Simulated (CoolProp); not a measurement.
Vapour-liquid equilibrium of benzene (1) + dimethyl carbonate (2) at 10.3 bar; x and y are mole fractions of (1).

Values from CoolProp's multi-fluid Helmholtz-energy mixture model, Thol 2012 and Zhou 2011; pair parameters Bell 2016.

```tsv
x	bubble temperature, mixture model (°C)	bubble temperature, Raoult's law (°C)	y, mixture model	y, Raoult's law
0.05	184.4	185.0	0.062	0.054
0.125	183.2	184.7	0.150	0.135
0.2	182.2	184.3	0.232	0.215
0.275	181.3	183.9	0.309	0.294
0.35	180.6	183.5	0.382	0.371
0.425	180.0	183.1	0.452	0.448
0.5	179.6	182.8	0.521	0.523
0.575	179.3	182.4	0.588	0.598
0.65	179.1	182.0	0.656	0.671
0.725	179.0	181.6	0.724	0.744
0.8	179.1	181.2	0.795	0.815
0.875	179.4	180.8	0.868	0.885
0.95	179.8	180.4	0.945	0.954
```

The largest gap from Raoult's law is -3.2 K in bubble temperature, at x = 0.5. y crosses x between x = 0.65 and 0.725: the model has an azeotrope there.

Pair parameters are fitted to limited data, so mixtures are less certain than the pure fluids.
